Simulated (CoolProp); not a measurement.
Vapour-liquid equilibrium of R143a (1) + dimethyl ether (2) at -90.05 °C; x and y are mole fractions of (1).

Model: multi-fluid Helmholtz-energy mixture model, Lemmon and Jacobsen 2000 and Wu 2011; pair parameters Bell 2016, in CoolProp.

| x | bubble pressure (MPa) | y at the bubble point | dew pressure at overall composition x (MPa) | liquid density (mol/L) |
|---|---|---|---|---|
| 0.05 | 0.002153 | 0.228 | 0.001823 | 17.64 |
| 0.125 | 0.002718 | 0.434 | 0.001949 | 17.43 |
| 0.2 | 0.003236 | 0.562 | 0.002094 | 17.22 |
| 0.275 | 0.003718 | 0.650 | 0.002261 | 17.01 |
| 0.35 | 0.004169 | 0.716 | 0.002456 | 16.80 |
| 0.425 | 0.004596 | 0.768 | 0.002687 | 16.60 |
| 0.5 | 0.005005 | 0.811 | 0.002964 | 16.41 |
| 0.575 | 0.005401 | 0.848 | 0.003300 | 16.22 |
| 0.65 | 0.005787 | 0.880 | 0.003715 | 16.03 |
| 0.725 | 0.006168 | 0.908 | 0.004235 | 15.84 |
| 0.8 | 0.006547 | 0.935 | 0.004894 | 15.66 |
| 0.875 | 0.006929 | 0.960 | 0.005729 | 15.49 |
| 0.95 | 0.007315 | 0.984 | 0.006770 | 15.31 |

No azeotrope shows between x = 0.05 and 0.95.

Pair parameters are fitted to limited data, so mixtures are less certain than the pure fluids.
